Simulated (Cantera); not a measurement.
What does this Cantera script print?

```python
import numpy as np
import cantera as ct

gas = ct.Solution("gri30.yaml")
gas.TPX = 1123, 1000000, {'CH4': 1, 'O2': 1, 'N2': 3.76}
reactor = ct.IdealGasReactor(gas, energy="on", clone=False)
net = ct.ReactorNet([reactor])
net.rtol, net.atol = 1e-08, 1e-16
show = ['CH4', 'O2', 'NO', 'NO2', 'H2', 'CO', 'H2O']
times = np.geomspace(2e-06, 7, 11)

steps = ct.SolutionArray(gas, extra=["t"])
rows = []
print(f"{'t/s':>10s}{'T/K':>9s}{'P/Pa':>11s}" + "".join(f"{s:>11s}" for s in show))
for t in times:
    while net.time < t:
        t_next = net.step()
        steps.append(gas.state, t=t_next)
    rows.append([np.interp(t, steps.t, y) for y in (steps.T, steps.P, *steps(*show).X.T)])
    print(f"{t:10.3e}{rows[-1][0]:9.1f}{rows[-1][1]:11.4g}" + "".join(f"{x:11.3e}" for x in rows[-1][2:]))
rate = np.gradient(steps.T, steps.t)
print("integrator steps:", len(steps.t))
if steps.T.max() > steps.T[0] + 200:
    print(f"time of steepest temperature rise: {steps.t[rate.argmax()]:.4e} s")
gas.TPX = 1123, 1000000, {'CH4': 1, 'O2': 1, 'N2': 3.76}
gas.equilibrate("UV")
print(f"equilibrium (UV): T = {gas.T:.1f} K  " + "  ".join(f"{s} {gas[s].X[0]:.3e}" for s in show))
```

It prints:

```
       t/s      T/K       P/Pa        CH4         O2         NO        NO2         H2         CO        H2O
 2.000e-06   1123.0      1e+06  1.736e-01  1.736e-01  1.090e-23  9.325e-30  6.014e-12  6.746e-16  3.486e-11
 9.025e-06   1123.0      1e+06  1.736e-01  1.736e-01  2.120e-22  3.528e-27  5.874e-11  6.442e-14  7.420e-10
 4.072e-05   1123.0      1e+06  1.736e-01  1.736e-01  4.689e-21  1.445e-24  1.108e-09  6.704e-12  1.896e-08
 1.838e-04   1123.0      1e+06  1.736e-01  1.736e-01  1.498e-19  6.409e-22  4.302e-08  1.052e-09  6.716e-07
 8.292e-04   1123.1      1e+06  1.736e-01  1.736e-01  4.651e-18  1.716e-19  1.200e-06  1.956e-07  1.486e-05
 3.742e-03   1123.9  1.001e+06  1.734e-01  1.735e-01  5.082e-17  1.698e-17  1.267e-05  9.341e-06  1.289e-04
 1.688e-02   1197.7  1.069e+06  1.631e-01  1.650e-01  9.793e-14  2.241e-13  1.997e-03  3.461e-03  9.987e-03
 7.619e-02   2543.5  2.662e+06  8.387e-09  1.302e-06  5.199e-05  5.668e-10  1.634e-01  1.311e-01  1.306e-01
 3.438e-01   2543.5  2.662e+06  8.387e-09  1.302e-06  5.199e-05  5.668e-10  1.634e-01  1.311e-01  1.306e-01
 1.551e+00   2543.5  2.662e+06  8.387e-09  1.302e-06  5.199e-05  5.668e-10  1.634e-01  1.311e-01  1.306e-01
 7.000e+00   2543.5  2.662e+06  8.387e-09  1.302e-06  5.199e-05  5.668e-10  1.634e-01  1.311e-01  1.306e-01
integrator steps: 2448
time of steepest temperature rise: 1.7674e-02 s
equilibrium (UV): T = 2543.5 K  CH4 9.355e-09  O2 1.302e-06  NO 5.199e-05  NO2 5.668e-10  H2 1.634e-01  CO 1.311e-01  H2O 1.306e-01
```

Computed with Cantera and GRI-Mech 3.0 (53 species, 325 reactions).
